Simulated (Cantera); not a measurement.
An isothermal, constant-pressure homogeneous reactor starts with 5.57 % H2, 94.4 % O2, equivalence ratio 0.029, at 1298 K and 0.00210 bar.

Model: GRI-Mech 3.0 (53 species, 325 reactions), integrated in Cantera. Radical loss at walls, strong at low pressure, is not modelled. The temperature is held fixed by assumption; the heat of reaction is taken as removed at once.

x: mole fraction; the columns are a selection and need not sum to one.

```tsv
t (s)	x H2	x O2	x H2O2	x O	x H	x H2O	x HO2
0.00100	0.0557	0.944	3.27e-11	5.94e-8	3.40e-8	5.12e-8	4.22e-8
0.00355	0.0557	0.944	3.98e-10	4.40e-6	2.06e-6	6.32e-6	1.50e-7
0.0126	0.00311	0.902	?	0.0338	0.0102	0.0441	4.94e-7
0.0448	0.00102	0.899	1.30e-8	0.0388	0.00821	0.0481	4.43e-7
0.159	0.000974	0.901	1.30e-8	0.0366	0.00756	0.0486	4.38e-7
0.565	0.000820	0.909	1.31e-8	0.0301	0.00568	0.0502	4.21e-7
2.01	0.000463	0.924	1.23e-8	0.0163	0.00229	0.0534	3.53e-7
7.13	0.000112	0.938	?	0.00382	0.000262	0.0561	1.86e-7
25.3	1.37e-5	0.942	?	0.000459	1.10e-5	0.0570	4.86e-8
90.0	1.64e-6	0.943	8.60e-10	5.48e-5	4.53e-7	0.0572	1.28e-8
```

Q: Fill in the missing entries.

A: 
- 0.0126, x H2O2: 2.24e-8
- 7.13, x H2O2: 8.25e-9
- 25.3, x H2O2: 3.15e-9
